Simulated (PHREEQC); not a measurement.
A solution holds 5.7e-05 mol CaSO4, 0.00019 mol Na2CO3 and 0.04 mol KCl per kg of water, at 34 °C. Closed to the air; pH follows from the charge balance.

All values are PHREEQC results (ion-association model, wateq4f.dat), not measurements.

### Question
The ionic strength comes out as 0.0406 mol/kgw. What activity coefficients do KSO4-, CO3-2, OH-, K+, Na+ get?

### Answer
KSO4- 0.84, CO3-2 0.49, OH- 0.82, K+ 0.82, Na+ 0.83.

This is a speciation only: nothing precipitates in the calculation. Species that the database lacks are ignored.
